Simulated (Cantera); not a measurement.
CH2F2 + H2 (fluorocarbon and chlorocarbon gases)

Feed: 1 mol CH2F2, 0.1 mol H2, at 1323 K and 30.8 Torr.

Cantera equilibrium calculation (NASA polynomials, part measured and part estimated; ideal gas, pure solids and liquids). Candidate condensed phases: C, C6H6, C7H8, C8H18; 95 gas species. Kinetics and transport are ignored.

x(HF): 0.952
x(H2): 0.0476
x(H): 1.71e-6
n(C(graphite)): 1.000 mol
gas amount: 2.100 mol
